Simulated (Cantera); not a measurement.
# N2O furnace oxynitridation

An isothermal, constant-pressure homogeneous reactor starts with N2O : N2 = 1 : 0.28 (molar parts), at 1573 K and 165 Torr.

Computed with Cantera and GRI-Mech 3.0 (53 species, 325 reactions). GRI-Mech 3.0 was tuned for natural gas; its chemistry of N2O as a main component is partial and can be far from experiment. The temperature is held fixed by assumption; the heat of reaction is taken as removed at once.

```
t (s)       x N2O      x NO     x NO2       x O   x N2      x O2
--------  -------  --------  --------  --------  -----  --------
1.00e-5     0.781   2.01e-5  4.07e-11   7.66e-5  0.219   2.52e-5
3.30e-5     0.780  0.000137   1.88e-9  0.000128  0.219  0.000172
0.000109    0.778  0.000614   3.68e-8  0.000138  0.220  0.000768
0.000358    0.770   0.00219   4.36e-7  0.000138  0.225   0.00274
0.00118     0.746   0.00724   3.82e-6  0.000138  0.238   0.00906
0.00389     0.671    0.0225   2.17e-5  0.000137  0.278    0.0282
0.0128      0.484    0.0607   7.40e-5  0.000135  0.379    0.0764
0.0423      0.188     0.120  0.000161  0.000125  0.539     0.153
0.140      0.0169     0.149  0.000221   5.82e-5  0.634     0.200
0.460     9.38e-5     0.149  0.000297   1.06e-5  0.644     0.206
1.52      7.22e-6     0.149  0.000299   1.02e-5  0.644     0.206
5.00      7.12e-6     0.148  0.000297   1.02e-5  0.645     0.207
```
x: mole fraction; the columns are a selection and need not sum to one.

Equilibrium at this temperature and pressure: N2O 5.12e-8, NO 0.00190, NO2 4.46e-6, O 1.19e-5, N2 0.718, O2 0.280 (gas phase only).
